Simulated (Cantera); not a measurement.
A Cantera script and what it prints.

```python
import numpy as np
import cantera as ct

gas_names = """
    C CH CH2 CH3 CH2OH CH3O CH4 CH3OH CO CO2 COOH C2 C2H CHCO,ketyl C2H2,acetylene C2H2,vinylidene
    CH2CO,ketene C2H3,vinyl CH3CO,acetyl C2H4 C2H4O,ethylen CH3CHO,ethanal CH3COOH (HCOOH)2 C2H5 C2H6
    CH3OCH3 C2H5OH C2O C3 C3H3,propargyl C3H4,allene C3H4,propyne C3H4,cyclo- C3H5,allyl C3H6,propylene
    C3H6,cyclo- C3H6O C3H7,n-propyl C3H7,i-propyl C3H8 C3H8O,1propanol C3H8O,2propanol C3O2 C4 C4H2
    C4H4,1,3-cyclo- C4H6,butadiene C4H6,2-butyne C4H6,cyclo- C4H8,1-butene C4H8,cis2-buten
    C4H8,tr2-butene C4H8,isobutene C4H8,cyclo- (CH3COOH)2 C4H9,n-butyl C4H9,i-butyl C4H9,s-butyl
    C4H9,t-butyl C4H10,isobutane C4H10,n-butane C5 C5H6,1,3cyclo- C5H8,cyclo- C5H10,1-pentene
    C5H10,cyclo- C5H11,pentyl C5H11,t-pentyl C5H12,n-pentane C5H12,i-pentane CH3C(CH3)2CH3 C6H2
    C6H5,phenyl C6H5O,phenoxy C6H6 C6H5OH,phenol C6H10,cyclo- C6H12,1-hexene C6H12,cyclo- C6H13,n-hexyl
    C7H7,benzyl C7H8 C7H8O,cresol C7H14,1-heptene C7H15,n-heptyl C7H16,n-heptane C8H8,styrene
    C8H10,ethylbenz C8H16,1-octene C8H17,n-octyl C8H18,isooctane C8H18,n-octane C9H19,n-nonyl
    C10H8,naphthale C10H21,n-decyl C12H9,o-bipheny C12H10,bipheny H HCO HO2 H2 HCHO,formaldehy HCOOH H2O
    H2O2 O OH O2 O3 Pb PbO Pb2
""".split()
cond_names = """
    C(gr) C6H6(L) C7H8(L) C8H18(L),n-octa H2O(s) H2O(L) Pb(cr) Pb(L) PbO(rd) PbO(yw) PbO(L) PbO2(s)
    Pb3O4(s)
""".split()


def load(file, names, dense=False):
    # The tables refer to 1 bar. Condensed volumes are neglected.
    table = {s.name: s for s in ct.Species.list_from_file(file)}
    out = []
    for n in names:
        d = dict(table[n].input_data)
        d["thermo"] = dict(d["thermo"], **{"reference-pressure": 1e5})
        if dense:
            d["equation-of-state"] = {"model": "constant-volume", "density": "1e6 g/cm^3"}
        out.append(ct.Species.from_dict(d))
    return out


gas = ct.Solution(thermo="ideal-gas", species=load("nasa_gas.yaml", gas_names))
cond = {s.name: ct.Solution(thermo="fixed-stoichiometry", species=[s], name=s.name)
        for s in load("nasa_condensed.yaml", cond_names, dense=True)}
atoms = {
    'Pb': {'Pb': 1},
    'CO': {'C': 1, 'O': 1},
    'H2': {'H': 2},
}
top_T = {'C(gr)': 4500, 'Pb3O4(s)': 820}  # K; cautious upper limits of use, not melting points


def equilibrate(T, P, feed):
    n = {}
    for name, mol in feed.items():
        for a, k in atoms[name].items():
            n[a] = n.get(a, 0.0) + k * mol
    gas.TPX = T, P, n
    mass = sum(n.values()) * gas.mean_molecular_weight
    gas.equilibrate("TP")
    valid = [c for c in cond.values() if c.min_temp <= T <= top_T.get(c.name, c.max_temp)]
    mix = ct.Mixture([(gas, mass / gas.mean_molecular_weight)] + [(c, 0.0) for c in valid])
    mix.T, mix.P = T, P
    mix.equilibrate("TP", solver="vcs", rtol=1e-11, max_steps=5000)
    return mix


results = []
feed = {'Pb': 1, 'CO': 0.63, 'H2': 48}  # mol
T = 1450  # K
P = 11  # Pa
mix = equilibrate(T, P, feed)
results.append((T, P, feed, dict(zip(mix.species_names, mix.species_moles))))
x = sorted(zip(gas.X, gas.species_names), reverse=True)
print(f"T = {T:g} K  P = {P:g} Pa  gas = {mix.phase_moles(0):.4g} mol")
print("   x: " + "  ".join(f"{s} {v:.3e}" for v, s in x if v > 0.0001))
print("   condensed (mol): " + ("  ".join(f"{mix.phase(i).name} {mix.phase_moles(i):.4g}"
      for i in range(1, mix.n_phases) if mix.phase_moles(i) > 1e-12) or "none"))
```

Output:

```
T = 1450 K  P = 11 Pa  gas = 49.65 mol
   x: H2 9.663e-01  Pb 2.014e-02  CO 1.269e-02  H 8.864e-04
   condensed (mol): none
```

Cantera equilibrium calculation (NASA polynomials, part measured and part estimated; ideal gas, pure solids and liquids).
